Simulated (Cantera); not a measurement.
An isothermal, constant-pressure homogeneous reactor starts with CH4 : H2 = 0.019 : 1 (molar parts), at 1723 K and 2670 Pa. Integrator tolerance rtol = 1e-08.

Computed with Cantera and GRI-Mech 3.0 (53 species, 325 reactions). GRI-Mech 3.0 stops at C3 and has no aromatics, soot or wall deposition, so with more carbon than oxygen in the feed, carbon stays in small species such as C2H2 where larger ones or solid carbon would form. Radical loss at walls, strong at low pressure, is not modelled.

### Question
What does this change do: temperature 1723 to 2475 K?

### Answer
| quantity | before | after |
|---|---|---|
| x(CH4) at 3.00 s | 0.00301 (gas-phase equilibrium 0.000261) | 3.07e-6 (gas-phase equilibrium 3.10e-6) |
| x(H2) at 3.00 s | 0.988 (gas-phase equilibrium 0.990) | 0.862 (gas-phase equilibrium 0.862) |
| x(CH3) at 3.00 s | 6.73e-5 (gas-phase equilibrium 5.98e-6) | 8.25e-6 (gas-phase equilibrium 8.34e-6) |
| x(CH2) at 3.00 s | 7.68e-8 (gas-phase equilibrium 7.13e-9) | 1.98e-6 (gas-phase equilibrium 2.00e-6) |
| x(C2H6) at 3.00 s | 3.93e-8 (gas-phase equilibrium 5.02e-10) | <1e-12 (gas-phase equilibrium <1e-12) |

### Question
What does this change do: pressure from 2670 Pa to 1000 Pa?

### Answer
| quantity | before | after |
|---|---|---|
| x(CH4) at 3.00 s | 0.00301 (gas-phase equilibrium 0.000261) | 0.00394 (gas-phase equilibrium 9.84e-5) |
| x(H2) at 3.00 s | 0.988 (gas-phase equilibrium 0.990) | 0.987 (gas-phase equilibrium 0.989) |
| x(CH3) at 3.00 s | 6.73e-5 (gas-phase equilibrium 5.98e-6) | 0.000135 (gas-phase equilibrium 3.68e-6) |
| x(CH2) at 3.00 s | 7.68e-8 (gas-phase equilibrium 7.13e-9) | 2.32e-7 (gas-phase equilibrium 7.16e-9) |
| x(C2H6) at 3.00 s | 3.93e-8 (gas-phase equilibrium 5.02e-10) | 6.62e-8 (gas-phase equilibrium 7.11e-11) |
